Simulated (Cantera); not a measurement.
A Cantera script and its output.

```python
import numpy as np
import cantera as ct

gas = ct.Solution("gri30.yaml")
gas.TPX = 2000, 13000, {'CH4': 1, 'N2': 6.7}
reactor = ct.IdealGasConstPressureReactor(gas, energy="off", clone=False)
net = ct.ReactorNet([reactor])
net.rtol, net.atol = 1e-08, 1e-18
show = ['CH4', 'C2H6', 'CH3', 'H', 'CH2', 'H2', 'C2H']
times = np.geomspace(3e-06, 60, 11)

steps = ct.SolutionArray(gas, extra=["t"])
rows = []
print(f"{'t/s':>10s}{'T/K':>9s}{'P/Pa':>11s}" + "".join(f"{s:>11s}" for s in show))
for t in times:
    while net.time < t:
        t_next = net.step()
        steps.append(gas.state, t=t_next)
    rows.append([np.interp(t, steps.t, y) for y in (steps.T, steps.P, *steps(*show).X.T)])
    print(f"{t:10.3e}{rows[-1][0]:9.1f}{rows[-1][1]:11.4g}" + "".join(f"{x:11.3e}" for x in rows[-1][2:]))
rate = np.gradient(steps.T, steps.t)
print("integrator steps:", len(steps.t))
if steps.T.max() > steps.T[0] + 200:
    print(f"time of steepest temperature rise: {steps.t[rate.argmax()]:.4e} s")
gas.TPX = 2000, 13000, {'CH4': 1, 'N2': 6.7}
gas.equilibrate("TP")
print(f"equilibrium (TP): T = {gas.T:.1f} K  " + "  ".join(f"{s} {gas[s].X[0]:.3e}" for s in show))
```

It prints:

```
       t/s      T/K       P/Pa        CH4       C2H6        CH3          H        CH2         H2        C2H
 3.000e-06   2000.0    1.3e+04  1.298e-01  1.809e-10  4.625e-05  8.922e-06  1.423e-09  1.867e-05  6.967e-19
 1.611e-05   2000.0    1.3e+04  1.296e-01  3.554e-08  2.862e-04  9.527e-06  5.132e-08  1.390e-04  1.364e-14
 8.656e-05   2000.0    1.3e+04  1.281e-01  3.078e-06  1.550e-03  1.364e-05  1.144e-06  8.841e-04  1.269e-10
 4.650e-04   2000.0    1.3e+04  1.085e-01  7.486e-05  6.428e-03  1.422e-04  1.580e-05  1.826e-02  2.530e-07
 2.498e-03   2000.0    1.3e+04  2.568e-02  1.432e-05  2.766e-03  7.877e-04  1.441e-05  1.345e-01  4.796e-06
 1.342e-02   2000.0    1.3e+04  2.551e-03  2.732e-07  4.188e-04  1.410e-03  4.250e-06  1.678e-01  8.799e-06
 7.207e-02   2000.0    1.3e+04  2.126e-04  2.778e-09  4.500e-05  1.840e-03  6.215e-07  1.710e-01  1.151e-05
 3.871e-01   2000.0    1.3e+04  3.340e-05  9.521e-11  7.215e-06  1.879e-03  1.024e-07  1.712e-01  1.175e-05
 2.079e+00   2000.0    1.3e+04  2.479e-05  6.380e-11  5.357e-06  1.880e-03  7.611e-08  1.713e-01  1.174e-05
 1.117e+01   2000.0    1.3e+04  2.582e-05  6.698e-11  5.581e-06  1.880e-03  7.929e-08  1.713e-01  1.170e-05
 6.000e+01   2000.0    1.3e+04  2.803e-05  7.405e-11  6.059e-06  1.880e-03  8.611e-08  1.713e-01  1.151e-05
integrator steps: 1511
equilibrium (TP): T = 2000.0 K  CH4 1.885e-05  C2H6 3.024e-11  CH3 4.074e-06  H 1.880e-03  CH2 5.792e-08  H2 1.713e-01  C2H 3.695e-06
```

Computed with Cantera and GRI-Mech 3.0 (53 species, 325 reactions). GRI-Mech 3.0 stops at C3 and has no aromatics, soot or wall deposition, so with more carbon than oxygen in the feed, carbon stays in small species such as C2H2 where larger ones or solid carbon would form.
